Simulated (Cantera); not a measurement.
Input: 1 mol C₂H₅OH, 4.3 mol H₂, 0.06 mol H₂O, equilibrated at 575 K and 1.33 mbar.

Equilibrium computed with Cantera from the NASA thermochemical tables; the gas is ideal and each condensed phase is pure. Candidate condensed phases: C, C₆H₆, C₇H₈, C₈H₁₈, H₂O; 110 gas species. The numbers say what is thermodynamically allowed, not how fast it happens.

Base state: H₂ 0.720, CH₄ 0.134, H₂O 0.130, CO₂ 0.0147, CO 0.00205 (mole fractions); condensed: C(graphite).

Q: What changes in the equilibrium state with this change: H₂ from 4.3 to 44 mol?

A: 
| species | before | after |
|---|---|---|
| H₂ | 0.720 | 0.932 |
| CH₄ | 0.134 | 0.0443 |
| H₂O | 0.130 | 0.0234 |
| CO₂ | 0.0147 | 5.59e-5 |
| CO | 0.00205 | 5.62e-5 |
| C(graphite), mol | 1.01 | 0 |
